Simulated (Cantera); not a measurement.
Feed: 1 mol Si, 2.7 mol H₂, 1.3 mol HCl, held at 100000 Pa.

These are equilibrium values from Cantera (NASA tables, ideal gas, pure condensed phases), not measurements of a reactor. Candidate condensed phases: Si; 19 gas species. Gases not in the tables: Si₂H₆ and higher silanes. Rates play no part.

Problem. Which condensed phases are stable at each of these points (T (°C)): 777, 827, 877, 927, 977, 1027, 1077, 1127, 1177, 1227, 1277, 1327, 1377, 1427?

Solution. 
```csv
T (°C),condensed phases,Si condensed (%)
777,Si(s),65.0
827,Si(s),65.5
877,Si(s),66.1
927,Si(s),66.6
977,Si(s),67.1
1027,Si(s),67.5
1077,Si(s),67.6
1127,Si(s),67.4
1177,Si(s),66.9
1227,Si(s),66.2
1277,Si(s),65.5
1327,Si(s),64.7
1377,Si(s),64.1
1427,Si(l),63.8
```

From 777 °C to 1377 °C the condensed part is Si(s). At 1427 °C the condensed part is Si(l).
